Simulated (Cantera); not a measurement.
An adiabatic, constant-pressure homogeneous reactor starts with CH₄ : C₂H₆ : O₂ : N₂ = 1 : 0.099 : 3.78 : 14.2 (molar parts), equivalence ratio 0.62, at 1650 K and 2.10 bar.

Cantera simulation using GRI-Mech 3.0 (53 species, 325 reactions); the numbers are that mechanism's predictions, not measurements.

One state of this run: T (K) = 2659; x CH₄ = <1e-12; x C₂H₆ = <1e-12; x O₂ = 0.0697; x H₂ = 0.00343; x NO = 0.0103; x N₂O = 1.17e-6. x: mole fraction; the columns are a selection and need not sum to one.

**Question.** Which value of t (s) does it belong to?
A. 4.68e-6
B. 0.00224
C. 1.00e-6
D. 0.000102

**Answer.** B, 0.00224
